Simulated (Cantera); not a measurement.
Predominance diagram of Na at 1225 K against the partial pressures of O2 and S2 (log10, bar). Cantera with NASA thermochemical tables; ideal gases at 1 bar, condensed phases pure. Candidates: Na(l), Na2O(s), Na2S(s), Na2SO4(l). Only these pure phases compete in this equilibrium. Not in the tables: pyrosulfates.

```
log p(S2) \ log p(O2)
        columns: -36, -34.2, -32.4, -30.6, -28.8, -27, -25.2, -23.4, -21.6, -19.8, -18, -16.2, -14.4, -12.6, -10.8, -9, -7.2, -5.4, -3.6, -1.8, 0
      1  A A A A A A A A A A A A A B C C C C C C C
   -0.1  A A A A A A A A A A A A A B B C C C C C C
   -1.3  A A A A A A A A A A A A A B B C C C C C C
   -2.4  A A A A A A A A A A A A A B B C C C C C C
   -3.6  A A A A A A A A A A A A A B B B C C C C C
   -4.7  A A A A A A A A A A A A A B B B C C C C C
   -5.9  A A A A A A A A A A A A A B B B C C C C C
     -7  A A A A A A A A A A A A A B B B B C C C C
   -8.1  A A A A A A A A A A A A A B B B B C C C C
   -9.3  A A A A A A A A A A A A A B B B B C C C C
  -10.4  A A A A A A A A A A A A A B B B B C C C C
  -11.6  A A A A A A A A A A A A A B B B B B C C C
  -12.7  A A A A A A A A A A A A A B B B B B C C C
  -13.9  A A A A A A A A A A A A A B B B B B C C C
    -15  A A A A A A A A A A A A A B B B B B B C C
```

A: Na2S(s); B: Na2SO4(l); C: out of reach (another gas would pass 10 bar, or a non-metal would condense).
